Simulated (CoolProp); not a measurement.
Aqueous sodium chloride as a coolant, at 10 °C, 1 atm.

Computed with CoolProp (Melinder's fits for secondary coolants).

```json
[
 {"mass %": "2.3", "freezing point (°C)": "-1.4", "conductivity (W/(m K))": "0.579", "cp (kJ/(kg K))": "4.059", "Prandtl number": "9.46", "density (kg/m³)": "1017"},
 {"mass %": "3.9", "freezing point (°C)": "-2.4", "conductivity (W/(m K))": "…", "cp (kJ/(kg K))": "3.974", "Prandtl number": "9.50", "density (kg/m³)": "1028"},
 {"mass %": "5.5", "freezing point (°C)": "-3.4", "conductivity (W/(m K))": "0.576", "cp (kJ/(kg K))": "3.896", "Prandtl number": "9.58", "density (kg/m³)": "1040"},
 {"mass %": "7", "freezing point (°C)": "-4.4", "conductivity (W/(m K))": "0.575", "cp (kJ/(kg K))": "3.828", "Prandtl number": "9.68", "density (kg/m³)": "1051"},
 {"mass %": "8.6", "freezing point (°C)": "-5.5", "conductivity (W/(m K))": "0.574", "cp (kJ/(kg K))": "…", "Prandtl number": "9.83", "density (kg/m³)": "1063"},
 {"mass %": "10.2", "freezing point (°C)": "-6.7", "conductivity (W/(m K))": "0.572", "cp (kJ/(kg K))": "3.699", "Prandtl number": "10.0", "density (kg/m³)": "1075"},
 {"mass %": "11.7", "freezing point (°C)": "…", "conductivity (W/(m K))": "0.571", "cp (kJ/(kg K))": "3.645", "Prandtl number": "10.2", "density (kg/m³)": "1087"},
 {"mass %": "13.3", "freezing point (°C)": "-9.3", "conductivity (W/(m K))": "0.570", "cp (kJ/(kg K))": "3.591", "Prandtl number": "10.5", "density (kg/m³)": "1099"},
 {"mass %": "14.9", "freezing point (°C)": "-10.8", "conductivity (W/(m K))": "0.568", "cp (kJ/(kg K))": "3.541", "Prandtl number": "10.7", "density (kg/m³)": "1112"},
 {"mass %": "16.4", "freezing point (°C)": "-12.3", "conductivity (W/(m K))": "0.567", "cp (kJ/(kg K))": "3.497", "Prandtl number": "11.1", "density (kg/m³)": "1124"},
 {"mass %": "18", "freezing point (°C)": "-14.1", "conductivity (W/(m K))": "0.565", "cp (kJ/(kg K))": "3.452", "Prandtl number": "11.4", "density (kg/m³)": "1136"},
 {"mass %": "19.5", "freezing point (°C)": "-15.8", "conductivity (W/(m K))": "0.563", "cp (kJ/(kg K))": "3.412", "Prandtl number": "11.8", "density (kg/m³)": "1148"}
]
```

Some entries are withheld; supply them.


- 3.9, conductivity (W/(m K)): 0.577
- 8.6, cp (kJ/(kg K)): 3.761
- 11.7, freezing point (°C): -7.9
